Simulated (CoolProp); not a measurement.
The fluid at 486.57 K and 0.102 MPa flows at 2.8 m/s in a round tube of 2 mm bore and 1.5 µm roughness, fully developed (64/Re and Nu = 3.66 if laminar; Colebrook and Gnielinski if turbulent). The same conditions are run with several fluids, on thermodynamics alone (safety and materials aside).

Computed with CoolProp (reference Helmholtz-energy equation of state of each fluid (water: Wagner 2002; R125: Lemmon 2005; methane: Setzmann 1991; propylene: Lemmon 2013; R404A: Lemmon 2003)). Blends and air are pseudo-pure fits.

Rank water, R125, methane, propylene, R404A by Reynolds number, highest first.

R125 (840), R404A (706), propylene (433), water (153), methane (136)

| fluid | Darcy friction factor | pressure drop (Pa/m) | heat-transfer coefficient (W/(m² K)) | mass flow (kg/h) |
|---|---|---|---|---|
| water | 0.419 | 375 | 63.6 | 0.0145 |
| R125 | 0.0762 | 453 | 54.3 | 0.0961 |
| methane | 0.470 | 372 | 121 | 0.0128 |
| propylene | 0.148 | 308 | 74.5 | 0.0337 |
| R404A | 0.0906 | 438 | 49.9 | 0.0781 |

Transport values come from each fluid's own correlations; those of propylene are estimates that may be off by 10 % or more.
